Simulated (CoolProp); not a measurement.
Vapour-liquid equilibrium of R143a (1) + R1234yf (2) at 27.05 °C; x and y are mole fractions of (1).

The numbers come from the multi-fluid Helmholtz-energy mixture model, Lemmon and Jacobsen 2000 and Lemmon 2022; pair parameters Bell 2016 in CoolProp.

Task: Give the bubble pressure and the first vapour's composition at x = 0.05, 0.15, 0.95. Is there an azeotrope?

Result: x = 0.05: 0.7553 MPa, y = 0.082; x = 0.15: 0.8188 MPa, y = 0.227; x = 0.95: 1.300 MPa, y = 0.965. No azeotrope shows between x = 0.05 and 0.95.

The pair parameters rest on a limited set of measurements; away from them the model extrapolates.
